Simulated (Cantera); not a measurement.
Mixture: CH4 : O2 : N2 = 1 : 1.25 : 4.7 (molar parts), equivalence ratio 1.6, at 10.0 bar, adiabatic and at constant volume. Ignition delay is the time to a rise of 400 K.

Computed with Cantera and GRI-Mech 3.0 (53 species, 325 reactions).

```tsv
quantity	before	after
delay at 1098 K	22.0 ms	49.6 ms
delay at 1198 K	5.86 ms	13.6 ms
delay at 1298 K	1.78 ms	4.20 ms
delay at 1398 K	0.595 ms	1.40 ms
delay at 1498 K	0.216 ms	0.493 ms
delay at 1598 K	84.1 µs	0.182 ms
apparent activation energy between 1398 and 1598 K	180 kJ/mol	190 kJ/mol
```

Name the change that produced these shifts.
A. O2 1.25 to 0.71 parts
B. CH4 1 to 0.42 parts
C. pressure from 10.0 bar to 0.300 bar
D. pressure from 10.0 bar to 0.740 bar

A, O2 1.25 to 0.71 parts
